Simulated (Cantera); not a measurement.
What does this Cantera script print?

```python
import numpy as np
import cantera as ct

gas = ct.Solution("gri30.yaml")
gas.TPX = 1200, 100000, {'N2O': 1, 'H2O': 0.02}
reactor = ct.IdealGasConstPressureReactor(gas, energy="off", clone=False)
net = ct.ReactorNet([reactor])
net.rtol, net.atol = 1e-08, 1e-18
show = ['N2O', 'H2O', 'NO2', 'OH', 'O2', 'HO2', 'H']
times = np.geomspace(2e-06, 1, 13)

steps = ct.SolutionArray(gas, extra=["t"])
rows = []
print(f"{'t/s':>10s}{'T/K':>9s}{'P/Pa':>11s}" + "".join(f"{s:>11s}" for s in show))
for t in times:
    while net.time < t:
        t_next = net.step()
        steps.append(gas.state, t=t_next)
    rows.append([np.interp(t, steps.t, y) for y in (steps.T, steps.P, *steps(*show).X.T)])
    print(f"{t:10.3e}{rows[-1][0]:9.1f}{rows[-1][1]:11.4g}" + "".join(f"{x:11.3e}" for x in rows[-1][2:]))
rate = np.gradient(steps.T, steps.t)
print("integrator steps:", len(steps.t))
if steps.T.max() > steps.T[0] + 200:
    print(f"time of steepest temperature rise: {steps.t[rate.argmax()]:.4e} s")
gas.TPX = 1200, 100000, {'N2O': 1, 'H2O': 0.02}
gas.equilibrate("TP")
print(f"equilibrium (TP): T = {gas.T:.1f} K  " + "  ".join(f"{s} {gas[s].X[0]:.3e}" for s in show))
```

Output:

```
       t/s      T/K       P/Pa        N2O        H2O        NO2         OH         O2        HO2          H
 2.000e-06   1200.0      1e+05  9.804e-01  1.961e-02  2.898e-15  3.630e-09  8.261e-08  7.162e-12  7.141e-14
 5.970e-06   1200.0      1e+05  9.804e-01  1.961e-02  1.540e-13  2.636e-08  6.024e-07  1.626e-10  1.915e-12
 1.782e-05   1200.0      1e+05  9.804e-01  1.961e-02  4.882e-12  1.435e-07  3.327e-06  2.937e-09  1.930e-11
 5.318e-05   1200.0      1e+05  9.803e-01  1.961e-02  1.053e-10  5.308e-07  1.291e-05  3.700e-08  8.091e-11
 1.587e-04   1200.0      1e+05  9.802e-01  1.961e-02  4.085e-09  1.488e-06  4.176e-05  3.336e-07  2.486e-10
 4.738e-04   1200.0      1e+05  9.800e-01  1.960e-02  2.086e-07  3.165e-06  1.281e-04  1.937e-06  6.343e-10
 1.414e-03   1200.0      1e+05  9.791e-01  1.959e-02  4.917e-06  5.411e-06  3.890e-04  3.863e-06  1.132e-09
 4.221e-03   1200.0      1e+05  9.764e-01  1.958e-02  3.592e-05  7.504e-06  1.172e-03  2.859e-06  1.330e-09
 1.260e-02   1200.0      1e+05  9.687e-01  1.953e-02  1.407e-04  9.437e-06  3.493e-03  1.867e-06  1.388e-09
 3.761e-02   1200.0      1e+05  9.461e-01  1.938e-02  3.319e-04  1.130e-05  1.028e-02  1.095e-06  1.326e-09
 1.122e-01   1200.0      1e+05  8.835e-01  1.897e-02  4.981e-04  1.287e-05  2.929e-02  5.236e-07  1.272e-09
 3.350e-01   1200.0      1e+05  7.298e-01  1.796e-02  5.949e-04  1.318e-05  7.630e-02  2.166e-07  1.172e-09
 1.000e+00   1200.0      1e+05  4.475e-01  1.610e-02  6.437e-04  1.166e-05  1.634e-01  8.677e-08  9.008e-10
integrator steps: 1188
equilibrium (TP): T = 1200.0 K  N2O 1.439e-08  H2O 1.316e-02  NO2 4.738e-06  OH 1.218e-06  O2 3.288e-01  HO2 6.809e-09  H 3.403e-12
```

Cantera simulation using GRI-Mech 3.0 (53 species, 325 reactions); the numbers are that mechanism's predictions, not measurements. GRI-Mech 3.0 was tuned for natural gas; its chemistry of N2O as a main component is partial and can be far from experiment. The mechanism lacks the step 2 NO + O2 → 2 NO2, which can matter for NO2 below about 1400 K. The temperature is held fixed by assumption; the heat of reaction is taken as removed at once.
